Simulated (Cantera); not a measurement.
Feed: 1 mol CH2F2, 0.025 mol HCl, 0.47 mol H2, held at 3000 K and 1.60 mbar.

Equilibrium computed with Cantera from the NASA thermochemical tables; the gas is ideal and each condensed phase is pure. Candidate condensed phases: C, C6H6, C7H8, C8H18; 118 gas species. Equilibrium is a limit: real reactors are often held back by kinetics, nucleation or transport.

Base state: HF 0.407, H 0.355, F 0.111, C3 0.0681, C 0.0223, C2 0.00983, CF 0.00901, H2 0.00810 (mole fractions); condensed: gas only.

What changes in the equilibrium state with this change: H2 from 0.47 to 0.077 mol?


| species | before | after |
|---|---|---|
| HF | 0.407 | 0.438 |
| H | 0.355 | 0.239 |
| F | 0.111 | 0.176 |
| CF | 0.00901 | 0.0153 |
| C3 | 0.0681 | 0.0818 |
| C2 | 0.00983 | 0.0111 |
| C | 0.0223 | 0.0237 |
| CF2 | 8.33e-5 | 0.000226 |
| H2 | 0.00810 | 0.00368 |
